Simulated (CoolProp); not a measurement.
n-perfluorohexane along the isobar 9080 kPa: density (kg/m³) from the reference equation and from simpler models built on Tc = 174.9 °C, pc = 1742 kPa, ω = 0.497; each cubic takes its own stable root.

The numbers come from the reference Helmholtz-energy equation of state, Gao 2022 in CoolProp.

```
T (°C)          phase  reference  van der Waals  Redlich-Kwong  Soave-Redlich-Kwong  Peng-Robinson
------  -------------  ---------  -------------  -------------  -------------------  -------------
16.85          liquid       1734           1034           1466                 1528           1715
30.25          liquid       1700           1022           1440                 1503           1687
43.55          liquid       1665           1010           1414                 1476           1658
56.85          liquid       1630          997.4           1388                 1448           1626
70.25          liquid       1594          984.7           1360                 1418           1593
83.55          liquid       1558          971.9           1332                 1387           1557
96.85          liquid       1520          959.0           1304                 1354           1520
110.15         liquid       1482          945.9           1275                 1319           1480
123.55         liquid       1442          932.4           1245                 1283           1438
136.85         liquid       1402          919.0           1215                 1245           1393
150.15         liquid       1360          905.3           1184                 1205           1347
163.55         liquid       1316          891.3           1153                 1163           1298
176.85  supercritical       1272          877.3           1122                 1120           1247
```
